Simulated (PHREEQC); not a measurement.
A solution holds 0.0063 mol/kgw Al2(SO4)3, 0.00022 mol/kgw NiCl2, 0.0054 mol/kgw NaF and 0.00026 mol/kgw NaCl, at 20 °C. It is in equilibrium with CO2 at log p = -2 (atm). Otherwise closed; pH follows from the charge balance.

The numbers come from PHREEQC with the ion-association model, wateq4f.dat.

```json
{
  "pH": "4.27",
  "ionic_strength": "0.0424 mol/kgw"
}
```

```
species    molality  activity   log γ
---------  --------  --------  ------
SO4-2        0.0110   0.00535  -0.313
AlSO4+      0.00576   0.00479  -0.080
Na+         0.00552   0.00460  -0.079
AlF+2       0.00390   0.00193  -0.305
Al+3        0.00116  0.000302  -0.583
Al(SO4)2-  0.000951  0.000791  -0.080
AlF2+      0.000740  0.000621  -0.076
Cl-        0.000700  0.000577  -0.084
CO2        0.000388  0.000392   0.004
```

Precipitation was switched off in this run. Saturation is exceeded, for instance for Basaluminite, Gibbsite (slow to form); the values hold only as long as no solid forms. Fluoro complexes past AlF4- and FeF3 are missing from the database.
